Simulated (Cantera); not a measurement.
Charge: 1 mol SiHCl3, 0.027 mol HCl, 290 mol N2, 0.18 mol Cl2, equilibrated at 0.110 bar.

Method: chemical equilibrium by Gibbs-energy minimisation in Cantera with the NASA 1993 tables (ideal gas, pure condensed phases). Candidate condensed phases: NH4Cl, Si, Si3N4; 28 gas species. N2 is the only nitrogen source here; it is nearly inert below about 1500 K, so the nitride shown seldom forms there in practice. Equilibrium is a limit: real reactors are often held back by kinetics, nucleation or transport.

Q: What share of the Si ends up in condensed phases as a function of T (K), at 1025, 1125, 1225, 1325, 1425, 1525, 1625, 1725?

A: 
```csv
T (K),Si condensed (%),as
1025,39.7,Si3N4(s)
1125,39.7,Si3N4(s)
1225,39.0,Si3N4(s)
1325,35.2,Si3N4(s)
1425,21.8,Si3N4(s)
1525,0.0,-
1625,0.0,-
1725,0.0,-
```
